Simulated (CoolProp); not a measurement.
Vapour pressure (bar) of toluene: the reference equation beside estimates from Tc = 318.6 °C, pc = 41.26 bar, ω = 0.266. Clausius-Clapeyron is anchored at 126.65 °C with a constant enthalpy of vaporisation of 32.24 kJ/mol.

Model: reference Helmholtz-energy equation of state, Lemmon 2006, in CoolProp. It is a short technical equation, of lower accuracy than the large ones.

```tsv
T (°C)	reference	Lee-Kesler	Clausius-Clapeyron	van der Waals	Redlich-Kwong	Soave-Redlich-Kwong	Peng-Robinson
15.05	0.02224	0.02085	0.03660	0.9576	0.06424	0.02148	0.02345
33.65	0.05852	0.05528	0.08275	1.460	0.1519	0.05663	0.06038
52.25	0.1352	0.1290	0.1704	2.126	0.3177	0.1313	0.1374
70.85	0.2806	0.2709	0.3246	2.979	0.6014	0.2741	0.2825
89.45	0.5333	0.5207	0.5786	4.043	1.050	0.5242	0.5337
108.05	0.9420	0.9292	0.9750	5.339	1.717	0.9317	0.9396
126.65	1.565	1.557	1.565	6.886	2.656	1.557	1.559
145.25	2.469	2.472	2.409	8.704	3.925	2.471	2.460
163.85	3.728	3.751	3.573	10.81	5.580	3.751	3.719
182.35	5.413	5.462	5.124	13.20	7.665	5.472	5.411
200.95	7.629	7.707	7.155	15.93	10.26	7.745	7.646
219.55	10.46	10.57	9.743	18.98	13.39	10.66	10.51
238.15	14.02	14.15	12.97	22.38	17.13	14.31	14.13
256.75	18.42	18.56	16.93	26.13	21.51	18.81	18.59
275.35	23.80	23.95	21.70	30.24	26.58	24.26	24.04
```

Absolute difference from the reference over all 15 rows, mean and median: Lee-Kesler 2.0 and 1.0 %, Clausius-Clapeyron 13.9 and 7.5 %, van der Waals 760.3 and 252.5 %, Redlich-Kwong 74.0 and 59.0 %, Soave-Redlich-Kwong 1.8 and 1.9 %, Peng-Robinson 1.0 and 0.5 %.
